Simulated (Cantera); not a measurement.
Input (Python, Cantera):

```python
import numpy as np
import cantera as ct

gas = ct.Solution("gri30.yaml")
gas.TPX = 1400, 13332, {'CH4': 1, 'H2O': 2.5}
reactor = ct.IdealGasConstPressureReactor(gas, energy="off", clone=False)
net = ct.ReactorNet([reactor])
net.rtol, net.atol = 1e-08, 1e-18
show = ['CH4', 'H2O', 'H', 'HO2', 'O2']
times = np.geomspace(4e-06, 5, 13)

steps = ct.SolutionArray(gas, extra=["t"])
rows = []
print(f"{'t/s':>10s}{'T/K':>9s}{'P/Pa':>11s}" + "".join(f"{s:>11s}" for s in show))
for t in times:
    while net.time < t:
        t_next = net.step()
        steps.append(gas.state, t=t_next)
    rows.append([np.interp(t, steps.t, y) for y in (steps.T, steps.P, *steps(*show).X.T)])
    print(f"{t:10.3e}{rows[-1][0]:9.1f}{rows[-1][1]:11.4g}" + "".join(f"{x:11.3e}" for x in rows[-1][2:]))
rate = np.gradient(steps.T, steps.t)
print("integrator steps:", len(steps.t))
if steps.T.max() > steps.T[0] + 200:
    print(f"time of steepest temperature rise: {steps.t[rate.argmax()]:.4e} s")
gas.TPX = 1400, 13332, {'CH4': 1, 'H2O': 2.5}
gas.equilibrate("TP")
print(f"equilibrium (TP): T = {gas.T:.1f} K  " + "  ".join(f"{s} {gas[s].X[0]:.3e}" for s in show))
```

Output:

```
       t/s      T/K       P/Pa        CH4        H2O          H        HO2         O2
 4.000e-06   1400.0  1.333e+04  2.857e-01  7.143e-01  8.900e-09  3.779e-24  4.525e-26
 1.289e-05   1400.0  1.333e+04  2.857e-01  7.143e-01  9.762e-09  4.999e-23  1.705e-24
 4.152e-05   1400.0  1.333e+04  2.857e-01  7.143e-01  9.766e-09  5.571e-22  4.877e-23
 1.337e-04   1400.0  1.333e+04  2.857e-01  7.143e-01  9.769e-09  1.007e-20  2.743e-21
 4.309e-04   1400.0  1.333e+04  2.857e-01  7.143e-01  9.797e-09  2.303e-19  2.236e-19
 1.388e-03   1400.0  1.333e+04  2.857e-01  7.143e-01  1.008e-08  4.530e-18  2.002e-17
 4.472e-03   1400.0  1.333e+04  2.857e-01  7.143e-01  1.181e-08  4.148e-17  1.172e-15
 1.441e-02   1400.0  1.333e+04  2.855e-01  7.143e-01  1.579e-08  1.108e-16  1.996e-14
 4.642e-02   1400.0  1.333e+04  2.850e-01  7.142e-01  3.052e-08  2.722e-16  2.187e-13
 1.495e-01   1400.0  1.333e+04  2.825e-01  7.134e-01  9.813e-08  5.540e-16  2.102e-12
 4.817e-01   1400.0  1.333e+04  2.731e-01  7.088e-01  3.387e-07  6.603e-16  9.492e-12
 1.552e+00   1400.0  1.333e+04  2.471e-01  6.935e-01  9.577e-07  6.970e-16  1.553e-11
 5.000e+00   1400.0  1.333e+04  1.929e-01  6.594e-01  2.161e-06  5.252e-16  5.140e-12
integrator steps: 821
equilibrium (TP): T = 1400.0 K  CH4 3.323e-08  H2O 2.431e-01  H 1.017e-05  HO2 1.049e-16  O2 2.772e-13
```

Detailed kinetics in Cantera: GRI-Mech 3.0 (53 species, 325 reactions).
